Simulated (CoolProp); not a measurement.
Properties of isopentane along the isobar 6.37 bar (Tc = 460.3 K, pc = 33.78 bar, ω = 0.227).

Computed with CoolProp (reference Helmholtz-energy equation of state, Lemmon 2006). It is a short technical equation, of lower accuracy than the large ones.

```tsv
T (K)	phase	Z	cp (kJ/(kg K))	Prandtl number	fugacity coefficient
233.5	liquid	0.03495	1.973	5.90	0.007111
240.4	liquid	0.03426	2.002	5.66	0.01076
247.3	liquid	0.03362	2.031	5.44	0.01583
254.2	liquid	0.03303	2.061	5.25	0.02272
261.1	liquid	0.03248	2.091	5.07	0.03186
268	liquid	0.03196	2.123	4.90	[?]
274.9	liquid	0.03148	[?]	4.76	0.05894
281.8	liquid	0.03104	2.189	4.62	0.07798
288.7	liquid	0.03062	2.223	4.49	0.1015
295.6	liquid	0.03024	2.258	4.38	0.1301
302.5	liquid	0.02989	2.294	4.27	0.1643
309.4	liquid	0.02957	2.331	4.17	0.2049
316.3	liquid	0.02928	2.369	4.08	0.2524
323.2	liquid	[?]	2.408	[?]	0.3074
330	liquid	0.02879	2.448	3.92	0.3694
```

Complete the blanks.


- 268, fugacity coefficient: 0.04376
- 274.9, cp (kJ/(kg K)): 2.156
- 323.2, Z: 0.02902
- 323.2, Prandtl number: 3.99

Viscosity comes from a separate model (Chung 1988), a generic estimate that can be far off for the liquid and wasn't checked against measurements. Thermal conductivity comes from a separate model (Vassiliou 2015).
